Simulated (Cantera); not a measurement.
Input: 1 mol Si, 0.52 mol F2, 21 mol H2, at 1450 K and 7.50 Torr.

Equilibrium computed with Cantera from the NASA thermochemical tables; the gas is ideal and each condensed phase is pure. The tables' values for SiF3, SiF2 are old estimates; treat these amounts as uncertain. Equilibrium is a limit: real reactors are often held back by kinetics, nucleation or transport.

```
species       before     after
----------  --------  --------
H2             0.984     0.987
SiF4         0.00652    0.0110
SiHF3       0.000936   0.00118
SiF3         0.00452  0.000345
H            9.38e-5   4.23e-7
SiF2         0.00195   1.49e-5
HF           0.00232  0.000119
SiH2F2       6.19e-5   6.39e-5
Si(s), mol     0.702     0.732
```
Gas species are given as mole fractions.

**Question.** Name the change that produced these shifts.
(A) pressure from 7.50 Torr to 1.00 Torr
(B) temperature from 1450 K to 1123 K
(C) pressure from 7.50 Torr to 100 Torr
(D) temperature from 1450 K to 1525 K

**Answer.** B, temperature from 1450 K to 1123 K
